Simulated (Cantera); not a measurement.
Charge: 1 mol CCl4, 0.9 mol HCl, 0.81 mol CH4, at 3.60 mbar.

Cantera equilibrium calculation (NASA polynomials, part measured and part estimated; ideal gas, pure solids and liquids). Candidate condensed phases: C, C6H6, C7H8, C8H18; 91 gas species. Rates play no part. All values below are at 902 °C.

Base state: HCl 0.908, Cl2 0.0751, Cl 0.0165 (mole fractions); condensed: C(graphite).

Problem. What changes in the equilibrium state with this change: CH4 from 0.81 to 1.5 mol?

Solution. 
| species | before | after |
|---|---|---|
| HCl | 0.908 | 0.831 |
| H2 | 9.62e-9 | 0.169 |
| Cl | 0.0165 | 3.60e-6 |
| Cl2 | 0.0751 | 3.56e-9 |
| C(graphite), mol | 1.81 | 2.50 |
